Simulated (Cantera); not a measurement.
Charge: 1 mol C3H6, 0.0075 mol O2, 0.23 mol N2, 0.98 mol H2O, at 1.00 bar.

These are equilibrium values from Cantera (NASA tables, ideal gas, pure condensed phases), not measurements of a reactor. Candidate condensed phases: C, C6H6, C7H8, C8H18, H2O; 136 gas species. Rates play no part.

Task: At 2873 K, list the 6 most abundant gas species with their mole fractions, and the condensed phases.

Result: H2 0.648, CO 0.183, H 0.0846, N2 0.0293, C2H2 (acetylene) 0.0274, HCN 0.0219. Condensed: C(graphite).
